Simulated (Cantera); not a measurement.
A perfectly stirred reactor is fed with NO : N₂ = 1 : 0.81 (molar parts), at 10.5 Torr; it is held at 1823 K, and followed from long to short residence time.

Cantera simulation using GRI-Mech 3.0 (53 species, 325 reactions); the numbers are that mechanism's predictions, not measurements. Radical loss at walls, strong at low pressure, is not modelled.

Question: What does this change do: NO 1 to 0.76 parts?

Answer: 
```tsv
quantity	before	after
x(NO) at τ = 15.0 s	0.493	0.437
x(O) at τ = 15.0 s	0.000272	0.000245
x(N₂) at τ = 15.0 s	0.477	0.539
x(NO₂) at τ = 15.0 s	4.92e-5	3.92e-5
x(O₂) at τ = 15.0 s	0.0295	0.0234
x(NO) at τ = 33.0 ms	0.552	0.484
x(O) at τ = 33.0 ms	3.87e-5	3.09e-5
x(N₂) at τ = 33.0 ms	0.448	0.516
x(NO₂) at τ = 33.0 ms	5.28e-6	3.82e-6
x(O₂) at τ = 33.0 ms	8.65e-6	5.73e-6
```
